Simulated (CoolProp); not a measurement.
The fluid at 277.56 K and 0.422 MPa is compressed adiabatically to 1.57 MPa with isentropic efficiency 1. The same conditions are run with several fluids, on thermodynamics alone (safety and materials aside).

Computed with CoolProp (reference Helmholtz-energy equation of state of each fluid (CH2F2 (R32): Tillner-Roth 1997; C2F6 (R116): Lemmon 2006; oxygen: Schmidt 1985; ethylene: Smukala 2000; R1132(E): Akasaka 2024)).

```json
[
 {"fluid": "CH2F2 (R32)", "work (kJ/kg)": "61.0", "final temperature (K)": "359.7", "final density (kg/m³)": "30.4"},
 {"fluid": "C2F6 (R116)", "work (kJ/kg)": "21.1", "final temperature (K)": "314.0", "final density (kg/m³)": "97.6"},
 {"fluid": "oxygen", "work (kJ/kg)": "115", "final temperature (K)": "402.1", "final density (kg/m³)": "15.0"},
 {"fluid": "ethylene", "work (kJ/kg)": "119", "final temperature (K)": "358.3", "final density (kg/m³)": "15.6"},
 {"fluid": "R1132(E)", "work (kJ/kg)": "47.5", "final temperature (K)": "339.2", "final density (kg/m³)": "40.9"}
]
```

Above 300 K oxygen's equation is extrapolated.
